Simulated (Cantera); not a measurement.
A diamond (100) surface in a fixed gas of H2 with x(CH4) = 0.0027, x(H) = 0.049, x(CH3) = 1.6e-05, 97.5 Torr; coverages are run to steady state.

Computed with Cantera and the Harris–Goodwin 1993 mechanism for the reconstructed diamond (100) surface.

θ: site fractions in the mechanism's names (c6HH fully hydrogenated, c6H* and c6*H radical sites, c6** diradical, c6HM methylated).

| T (K) | growth (µm/h) | θ c6HH | θ c6H* | θ c6*H | θ c6** | θ c6HM |
|---|---|---|---|---|---|---|
| 950 | 0.873 | 0.643 | 0.0154 | 0.334 | 0.00689 | 0.000222 |
| 1000 | 1.12 | 0.596 | 0.0196 | 0.374 | 0.0100 | 0.000180 |
| 1050 | 1.38 | 0.552 | 0.0243 | 0.409 | 0.0140 | 0.000147 |
| 1100 | 1.65 | 0.511 | 0.0293 | 0.441 | 0.0189 | 0.000120 |
| 1150 | 1.91 | 0.472 | 0.0345 | 0.468 | 0.0247 | 9.78e-5 |
| 1200 | 2.10 | 0.437 | 0.0399 | 0.491 | 0.0315 | 7.77e-5 |
| 1250 | 2.15 | 0.405 | 0.0453 | 0.510 | 0.0392 | 5.83e-5 |
| 1300 | 1.99 | 0.376 | (withheld) | 0.526 | (withheld) | (withheld) |
| 1350 | (withheld) | 0.349 | (withheld) | 0.538 | (withheld) | (withheld) |
| 1400 | 1.38 | 0.325 | 0.0611 | 0.547 | 0.0675 | 1.28e-5 |

Problem. Complete the blanks.

Solution. 
- 1300, θ c6H*: 0.0507
- 1300, θ c6**: 0.0478
- 1300, θ c6HM: 3.97e-5
- 1350, growth (µm/h): 1.69
- 1350, θ c6H*: 0.0559
- 1350, θ c6**: 0.0573
- 1350, θ c6HM: 2.39e-5
